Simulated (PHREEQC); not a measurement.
Dissolve 0.13 mol/kgw HF, 0.0047 mol/kgw (NH4)2SiF6, 0.00046 mol/kgw H3BO3 and 0.00012 mol/kgw HCl at 25 °C. Closed to the air; pH follows from the charge balance.

Model: ion-association model, phreeqc.dat, run in PHREEQC.

Precipitation was switched off in this run.

Q: Order these F species by the share of F that they hold, largest first: HF2-, BF4-, SiF6-2, HF, F-.

A: HF (71 %), SiF6-2 (18 %), F- (5.2 %), HF2- (4.5 %), BF4- (1.2 %)

The pH is 1.97 and the ionic strength 0.0264 mol/kgw. Complexes and solids missing from the database can't appear. SiF6-2 is the database's only silicon fluoride. Real BF4- forms and hydrolyses slowly; the run takes it at equilibrium.
